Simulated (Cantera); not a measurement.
Charge: 1 mol NH3, 0.046 mol H2O, 0.9 mol H2, equilibrated at 0.830 bar.

These are equilibrium values from Cantera (NASA tables, ideal gas, pure condensed phases), not measurements of a reactor. Candidate condensed phases: H2O; 24 gas species. Equilibrium is a limit: real reactors are often held back by kinetics, nucleation or transport.

### Question
At 2875 K, list the 4 most abundant gas species with their mole fractions, and the condensed phases.

### Answer
H2 0.725, N2 0.161, H 0.0989, H2O 0.0142. Condensed: gas only.
